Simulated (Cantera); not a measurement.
Source: NASA polynomial tables (part measured, part estimated), evaluated in Cantera. Values are per mole of reaction as written; species without (g) are pure solids or liquids, kept so even where they would boil at 1 bar.

2 SO3(g) + O2(g) + 4 K = 2 K2SO4

| T (K) | ΔH° (kJ) | ΔS° (J/K) | ΔG° (kJ) | log10 K | condensed phases |
|---|---|---|---|---|---|
| 375 | -2092.2 | -650.7 | -1848.2 | 257.43 | K(l), K2SO4(s) |
| 475 | ? | ? | ? | ? | K(l), K2SO4(s) |
| 575 | -2084.9 | -635.6 | -1719.4 | 156.19 | K(l), K2SO4(s) |
| 675 | ? | ? | ? | ? | K(l), K2SO4(s) |
| 775 | -2070.1 | -613.9 | -1594.3 | 107.46 | K(l), K2SO4(s) |
| 875 | -2043.4 | -582.3 | -1533.9 | 91.57 | K(l), K2SO4(s) |
| 975 | -2036.1 | -574.3 | -1476.1 | 79.08 | K(l), K2SO4(s) |
| 1075 | -2027.6 | -566.1 | -1419.1 | 68.95 | K(l), K2SO4(s) |
| 1175 | -2018.2 | -557.7 | -1362.9 | 60.59 | K(l), K2SO4(s) |
| 1275 | -2007.8 | -549.3 | -1307.5 | 53.57 | K(l), K2SO4(s) |
| 1375 | -1929.4 | -490.7 | -1254.7 | 47.66 | K(l), K2SO4(l) |

Task: Fill in the missing entries.

Result: 
- 475, ΔH° (kJ): -2089.4
- 475, ΔS° (J/K): -644.2
- 475, ΔG° (kJ): -1783.4
- 475, log10 K: 196.11
- 675, ΔH° (kJ): -2078.5
- 675, ΔS° (J/K): -625.5
- 675, ΔG° (kJ): -1656.3
- 675, log10 K: 128.17
